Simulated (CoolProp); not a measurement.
CH2F2 (R32) along the isotherm 316 K: density (kg/m³) from the reference equation and from simpler models built on Tc = 351.3 K, pc = 5.783 MPa, ω = 0.277; each cubic takes its own stable root.

Model: reference Helmholtz-energy equation of state, Tillner-Roth 1997, in CoolProp.

```csv
p (MPa),phase,reference
5.26,liquid,904.4
10.5,liquid,942.0
15.8,liquid,970.5
21,liquid,993.2
26.3,liquid,1013
31.5,liquid,1030
36.8,liquid,1045
42.1,liquid,1060
47.3,liquid,1072
52.6,liquid,1084
57.8,liquid,1095
```

Problem. How far does each simpler model (van der Waals, Redlich-Kwong, Soave-Redlich-Kwong) lie from the reference over these 11 states: mean and median of the absolute difference, and the worst?

Solution. 
- van der Waals: mean 41.9 %, median 41.1 %, worst -46.7 % at 316 K and 5.26 MPa
- Redlich-Kwong: mean 22.5 %, median 21.7 %, worst -28.2 % at 316 K and 5.26 MPa
- Soave-Redlich-Kwong: mean 21.1 %, median 20.5 %, worst -24.7 % at 316 K and 5.26 MPa
